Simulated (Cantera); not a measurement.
Input: 1 mol Fe2O3, a varied amount of Cl2, 3.9 mol H2, held at 925 K and 5180 Torr.

These are equilibrium values from Cantera (NASA tables, ideal gas, pure condensed phases), not measurements of a reactor. Candidate condensed phases: Fe, FeCl2, FeCl3, FeO, Fe(OH)2, Fe(OH)3, Fe2O3, Fe3O4, H2O; 22 gas species. The tables' stoichiometric FeO is somewhat more stable than real wüstite, so its field is too wide. FeO: taken at fixed stoichiometry. Rates play no part.

Which condensed phases are stable at each of these points (n(Cl2) (mol)): 0.043, 0.055, 0.071, 0.09, 0.11, 0.15, 0.19, 0.24, 0.3?


```
n(Cl2) (mol)   condensed phases  Fe condensed (%)
------------  -----------------  ----------------
0.043                    FeO(s)             100.0
0.055                    FeO(s)             100.0
0.071                    FeO(s)             100.0
0.09                     FeO(s)             100.0
0.11                     FeO(s)             100.0
0.15                     FeO(s)              99.9
0.19                     FeO(s)              99.8
0.24          FeCl2(s) + FeO(s)              99.8
0.3           FeCl2(s) + FeO(s)              99.8
```

From 0.043 mol Cl2 to 0.19 mol Cl2 the condensed part is FeO(s). From 0.24 mol Cl2 to 0.3 mol Cl2 the condensed part is FeCl2(s) + FeO(s).
